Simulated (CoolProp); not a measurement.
Saturation properties of isobutene.

The numbers come from the reference Helmholtz-energy equation of state, Lemmon 2005 in CoolProp. It is a short technical equation, of lower accuracy than the large ones.

```csv
T (K),p (MPa),liquid density (kg/m³),vapour density (kg/m³),enthalpy of vaporisation (kJ/kg),liquid cp (kJ/(kg K)),surface tension (mN/m)
291.5,0.2480,596.6,6.226,366.1,2.342,12.5
300.1,0.3234,586.0,8.016,356.7,2.388,11.5
308.8,0.4160,574.8,10.21,346.7,2.439,10.5
317.5,0.5272,563.2,12.86,336.0,2.494,9.45
326.2,0.6592,551.1,16.04,324.7,2.554,8.45
334.9,0.8141,538.4,19.83,312.6,2.622,7.48
343.6,0.9944,525.0,24.37,299.5,2.698,6.53
352.3,1.203,510.8,29.78,285.4,2.787,5.60
361,1.441,495.5,36.29,269.9,2.894,4.71
369.7,1.713,478.9,44.19,252.8,3.027,3.84
378.4,2.021,460.6,53.90,233.5,3.203,3.01
387.1,2.370,439.9,66.13,211.4,3.456,2.22
```

It boils at 266.1 K under 1 atm.

Surface tension comes from a separate correlation (Mulero 2012).
